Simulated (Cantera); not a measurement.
**Ignition delay**

Mixture: CH₄ : O₂ : N₂ = 1 : 1.25 : 4 (molar parts), at 1700000 Pa, adiabatic and at constant pressure. Ignition delay is the time to a rise of 400 K.

Detailed kinetics in Cantera: GRI-Mech 3.0 (53 species, 325 reactions). The pressure lies above the range GRI-Mech 3.0 was tuned for (to about 10 atm).

```csv
T0 (K),delay (ms)
1025,32.5
1100,10.5
1175,3.91
1250,1.60
1325,0.702
1400,0.324
```

```yaml
apparent activation energy between 1250 and 1400 K: 160 kJ/mol
```
